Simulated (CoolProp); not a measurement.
R123 along the isotherm 460.6 K: fugacity coefficient from the reference equation and from simpler models built on Tc = 456.8 K, pc = 3.662 MPa, ω = 0.282; each cubic takes its own stable root.

Model: reference Helmholtz-energy equation of state, Younglove 1994, in CoolProp. It is a modified Benedict-Webb-Rubin equation, recast in Helmholtz form.

| p (MPa) | phase | reference | van der Waals | Redlich-Kwong | Soave-Redlich-Kwong | Peng-Robinson |
|---|---|---|---|---|---|---|
| 0.704 | gas | 0.9364 | 0.9443 | 0.9368 | 0.9370 | 0.9303 |
| 1.41 | gas | 0.8737 | 0.8887 | 0.8746 | 0.8752 | 0.8627 |
| 2.11 | gas | 0.8121 | 0.8334 | 0.8139 | 0.8147 | 0.7977 |
| 2.82 | gas | 0.7496 | 0.7763 | 0.7523 | 0.7535 | 0.7329 |
| 3.52 | gas | 0.6857 | 0.7166 | 0.6896 | 0.6913 | 0.6684 |
| 4.23 | supercritical | 0.6072 | 0.6406 | 0.6137 | 0.6169 | 0.5936 |
| 4.93 | supercritical | 0.5390 | 0.5772 | 0.5491 | 0.5522 | 0.5294 |
| 5.63 | supercritical | 0.4872 | 0.5290 | 0.4996 | 0.5026 | 0.4801 |
| 6.34 | supercritical | 0.4462 | 0.4910 | 0.4603 | 0.4632 | 0.4408 |
| 7.04 | supercritical | 0.4139 | 0.4612 | 0.4292 | 0.4319 | 0.4097 |
| 7.75 | supercritical | 0.3872 | 0.4367 | 0.4034 | 0.4061 | 0.3838 |
| 8.45 | supercritical | 0.3653 | 0.4170 | 0.3823 | 0.3849 | 0.3626 |
| 9.15 | supercritical | 0.3469 | 0.4006 | 0.3645 | 0.3670 | 0.3447 |
